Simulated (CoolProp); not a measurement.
Vapour-liquid equilibrium of carbon dioxide (1) + CH2F2 (R32) (2) at -48.05 °C; x and y are mole fractions of (1).

Computed with CoolProp (multi-fluid Helmholtz-energy mixture model, Span 1996 and Tillner-Roth 1997; pair parameters Bell 2016).

| x | bubble pressure (kPa) | y at the bubble point | dew pressure at overall composition x (kPa) | liquid density (mol/L) |
|---|---|---|---|---|
| 0.05 | 153.6 | 0.241 | 126.9 | … |
| 0.125 | 202.0 | 0.460 | 136.2 | 23.39 |
| 0.2 | 250.4 | 0.596 | 147.0 | 23.56 |
| 0.275 | 298.2 | 0.687 | 159.6 | 23.75 |
| 0.35 | 345.4 | … | 174.5 | 23.95 |
| 0.425 | 391.8 | 0.804 | 192.3 | 24.15 |
| 0.5 | … | 0.844 | 214.2 | 24.37 |
| 0.575 | 482.4 | 0.877 | 241.6 | 24.60 |
| 0.65 | 526.9 | 0.904 | 276.7 | … |
| 0.725 | … | 0.928 | 323.3 | 25.08 |
| 0.8 | 615.6 | 0.950 | 387.6 | 25.33 |
| 0.875 | 660.6 | 0.969 | 479.9 | 25.60 |
| 0.95 | 706.5 | 0.988 | 616.1 | 25.88 |

**Question.** Fill in the missing entries.

**Answer.** 
- 0.05, liquid density (mol/L): 23.22
- 0.35, y at the bubble point: 0.754
- 0.5, bubble pressure (kPa): 437.5
- 0.65, liquid density (mol/L): 24.83
- 0.725, bubble pressure (kPa): 571.2

No azeotrope shows between x = 0.05 and 0.95.

Pair parameters are fitted to limited data, so mixtures are less certain than the pure fluids.
